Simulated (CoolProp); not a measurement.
Vapour-liquid equilibrium of R22 (1) + R142b (2) at 199 K; x and y are mole fractions of (1).

The numbers come from the multi-fluid Helmholtz-energy mixture model, Kamei 1995 and Lemmon 2006; pair parameters Bell 2016 in CoolProp.

| x | bubble pressure, mixture model (bar) | bubble pressure, Raoult's law (bar) | y, mixture model | y, Raoult's law |
|---|---|---|---|---|
| 0.05 | 0.03191 | 0.03204 | 0.239 | 0.243 |
| 0.125 | 0.04107 | 0.04182 | 0.454 | 0.466 |
| 0.2 | 0.04994 | 0.05159 | 0.588 | 0.604 |
| 0.275 | 0.05876 | 0.06137 | (withheld) | 0.699 |
| 0.35 | 0.06769 | 0.07115 | 0.751 | 0.767 |
| 0.425 | 0.07685 | 0.08093 | 0.807 | 0.819 |
| 0.5 | 0.08632 | 0.09070 | 0.851 | 0.859 |
| 0.575 | 0.09615 | 0.1005 | 0.887 | 0.892 |
| 0.65 | 0.1063 | 0.1103 | 0.917 | 0.919 |
| 0.725 | 0.1168 | 0.1200 | 0.942 | 0.942 |
| 0.8 | 0.1275 | 0.1298 | 0.963 | 0.961 |
| 0.875 | (withheld) | 0.1396 | (withheld) | 0.977 |
| 0.95 | 0.1490 | 0.1494 | 0.993 | 0.991 |

Fill in the missing entries.


- 0.275, y, mixture model: 0.681
- 0.875, bubble pressure, mixture model (bar): 0.1383
- 0.875, y, mixture model: 0.979

The largest gap from Raoult's law is -5.0 % in bubble pressure, at x = 0.425. No azeotrope shows between x = 0.05 and 0.95.

The pair parameters rest on a limited set of measurements; away from them the model extrapolates.
